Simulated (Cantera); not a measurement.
What does this Cantera script print?

```python
import numpy as np
import cantera as ct

gas_names = """
    CL CLO CL2 H HCL HOCL HO2 H2 H2O H2O2 O OH O2 O3 Si SiCL SiCL2 SiCL3 SiCL4 SiH SiHCL3 SiH2 SiH2CL2
    SiH3 SiH3CL SiH4 SiO SiO2 Si2 Si3
""".split()
cond_names = """
    H2O(s) H2O(L) Si(cr) Si(L) SiO2(Lqz) SiO2(hqz) SiO2(L)
""".split()


# ... load() reads the species with a 1 bar reference pressure and builds the phases ...
atoms = {
    'SiCl4': {'Si': 1, 'CL': 4},
    'O3': {'O': 3},
    'H2': {'H': 2},
}
top_T = {}  # K; cautious upper limits of use, not melting points


# ... equilibrate(T, P, feed) seeds the gas with the atoms and calls Mixture.equilibrate('TP', solver="vcs", rtol=1e-11, max_steps=5000) ...
results = []
feed = {'SiCl4': 1, 'O3': 2.2, 'H2': 7}  # mol
P = 1000  # Pa
for T in [1523, 1548, 1573, 1598, 1623, 1648, 1673, 1698]:
    mix = equilibrate(T, P, feed)
    results.append((T, P, feed, dict(zip(mix.species_names, mix.species_moles))))

top = {s: max(r[3][s] / sum(r[3][g] for g in gas_names) for r in results) for s in gas_names}
cols = sorted((s for s in top if top[s] > 1e-06), key=lambda s: -top[s])[:8]
seen = [c for c in cond_names if any(r[3].get(c, 0) > 1e-12 for r in results)]
print("log10 of partial pressures in bar; condensed amounts in mol")
print(f"{'T/K':>10s}" + "".join(f"{s[:9]:>10s}" for s in cols + seen))
for T, P, feed, n in results:
    ng = sum(n[g] for g in gas_names)
    print(f"{T:10.4g}" + "".join(f"{np.log10(max(n[s] / ng * P / 1e5, 1e-99)):10.3f}" for s in cols)
          + "".join(f"{n.get(c, 0):10.4g}" for c in seen))
```

Output:

```
log10 of partial pressures in bar; condensed amounts in mol
       T/K       H2O       HCL        H2        CL         H        OH        O2       SiO SiO2(hqz)   SiO2(L)
      1523    -2.292    -2.353    -3.351    -5.409    -6.311    -6.764    -9.065    -9.540         1         0
      1548    -2.292    -2.353    -3.350    -5.287    -6.187    -6.604    -8.789    -9.241         1         0
      1573    -2.292    -2.353    -3.349    -5.169    -6.065    -6.450    -8.522    -8.951         1         0
      1598    -2.292    -2.353    -3.348    -5.055    -5.948    -6.301    -8.264    -8.669         1         0
      1623    -2.292    -2.354    -3.347    -4.944    -5.834    -6.157    -8.014    -8.397         1         0
      1648    -2.292    -2.354    -3.346    -4.837    -5.723    -6.017    -7.772    -8.133         1         0
      1673    -2.292    -2.354    -3.344    -4.733    -5.616    -5.881    -7.538    -7.877         1         0
      1698    -2.292    -2.355    -3.342    -4.633    -5.511    -5.750    -7.312    -7.628         0         1
```

Method: chemical equilibrium by Gibbs-energy minimisation in Cantera with the NASA 1993 tables (ideal gas, pure condensed phases). The tables hold silica as quartz up to 1696 K and as liquid above; real silica turns to tridymite and cristobalite and melts near 1996 K.
